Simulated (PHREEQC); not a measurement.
## Nickel, zinc or cadmium bath

Solution (9.2 °C and 500 atm): 0.17 mol/kgw CdSO4, 0.0096 mol/kgw H3BO3 and 0.015 mol/kgw FeSO4. Closed to the air; pH follows from the charge balance.

Model: ion-association model, phreeqc.dat, run in PHREEQC.

Each row changes one thing in this solution. This is a speciation only: nothing precipitates in the calculation.

```
case                                  pH  ionic strength (mol/kgw)  Cd+2 (mol/kgw)  Cd(SO4)2-2 (mol/kgw)  SO4-2 (mol/kgw)  Fe+2 (mol/kgw)
----------------------------------  ----  ------------------------  --------------  --------------------  ---------------  --------------
as made                             5.49                     0.399          0.0855                0.0806           0.0192          0.0142
CdSO4 from 0.17 to 0.085 mol/kgw    5.52                     0.226          0.0423                0.0406           0.0158          0.0141
CdSO4 from 0.17 to 0.017 mol/kgw    5.54                    0.0854         0.00769               0.00876           0.0126          0.0137
diluted 2-fold with water           5.65                     0.209          0.0451                0.0378           0.0144         0.00705
FeSO4 from 0.015 to 0.0165 mol/kgw  5.49                     0.402          0.0849                0.0812           0.0193          0.0156
H3BO3 from 0.0096 to 0.048 mol/kgw  5.17                     0.399          0.0855                0.0806           0.0192          0.0142
FeSO4 from 0.015 to 0.0135 mol/kgw  5.49                     0.396          0.0861                0.0800           0.0190          0.0128
temperature from 9.2 to 90 °C       5.06                     0.379          0.0867                0.0648           0.0301         0.00807
```

Under pressure, the constants of complexes without a molar volume in the database are unreliable. Away from 25 °C the constants follow the database's enthalpies or fits; those with neither stay at their 25 °C values.
